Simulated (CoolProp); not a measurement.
A Linde-Hampson liquefier for ethylene: isothermal reversible compression at 320 K from 1 atm to 30 MPa, throttling to 1 atm, return gas leaving the recuperator 2 K below the feed. Each further row changes one setting.

Model: reference Helmholtz-energy equation of state, Smukala 2000, in CoolProp.

```json
[
 {"case": "as stated", "liquid yield per pass": "?", "compression work (kJ/kg of gas)": "444"},
 {"case": "high pressure 60 MPa", "liquid yield per pass": "?", "compression work (kJ/kg of gas)": "513"},
 {"case": "warm-end temperature 350 K", "liquid yield per pass": "0.354", "compression work (kJ/kg of gas)": "?"},
 {"case": "warm-end gap 7 K", "liquid yield per pass": "0.420", "compression work (kJ/kg of gas)": "444"}
]
```

Q: What belongs in the gaps?

A: 
- as stated, liquid yield per pass: 0.426
- high pressure 60 MPa, liquid yield per pass: 0.407
- warm-end temperature 350 K, compression work (kJ/kg of gas): 512
